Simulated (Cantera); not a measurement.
**Stirred combustor or abatement burner**

A perfectly stirred reactor is fed with 1.86 % CH4, 0.466 % C2H6, 10.5 % O2, 87.2 % N2, at 1.20 bar; it is adiabatic with a 800 K inlet, and is followed from long to short residence time, starting on the burning branch (τ in s: 0.029, 0.015, 0.0077, 0.004, 0.0021, 0.0011, 0.00056, 0.00029, 0.00015, 7.7e-05, 4e-05).

Cantera simulation using GRI-Mech 3.0 (53 species, 325 reactions); the numbers are that mechanism's predictions, not measurements.

```csv
τ (s),T (K),x CH4,x C2H6,x O2,x NO,x CH2
0.029,1414,4.25e-5,2.74e-6,0.0518,9.19e-7,5.23e-8
0.015,1408,6.67e-5,4.24e-6,0.0521,7.51e-7,9.07e-8
0.0077,1399,0.000108,6.72e-6,0.0525,6.30e-7,1.57e-7
0.0040,1384,0.000182,1.11e-5,0.0534,5.30e-7,2.68e-7
0.0021,1359,0.000350,2.10e-5,0.0550,3.84e-7,4.59e-7
0.0011,800,0.0186,0.00466,0.105,<1e-12,<1e-12
0.00056,800,0.0186,0.00466,0.105,<1e-12,<1e-12
0.00029,800,0.0186,0.00466,0.105,<1e-12,<1e-12
0.00015,800,0.0186,0.00466,0.105,<1e-12,<1e-12
7.7e-5,800,0.0186,0.00466,0.105,<1e-12,<1e-12
4.0e-5,800,0.0186,0.00466,0.105,<1e-12,<1e-12
```
x: mole fraction; the columns are a selection and need not sum to one.
